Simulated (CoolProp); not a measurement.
Ammonia at 243.62 K and 0.032 MPa is compressed adiabatically to 0.205 MPa with isentropic efficiency 0.85. Each further row changes one setting.

Computed with CoolProp (reference Helmholtz-energy equation of state, Gao 2020).

```
case             work (kJ/kg)  final temperature (K)  final density (kg/m³)
---------------  ------------  ---------------------  ---------------------
as stated                 323                    ___                    ___
efficiency 1              ___                    ___                    ___
efficiency 0.65           ___                    ___                    ___
```

Problem. Complete the blanks.

Solution. 
- as stated, final temperature (K): 395.9
- as stated, final density (kg/m³): 1.07
- efficiency 1, work (kJ/kg): 275
- efficiency 1, final temperature (K): 374.7
- efficiency 1, final density (kg/m³): 1.13
- efficiency 0.65, work (kJ/kg): 423
- efficiency 0.65, final temperature (K): 438.5
- efficiency 0.65, final density (kg/m³): 0.962
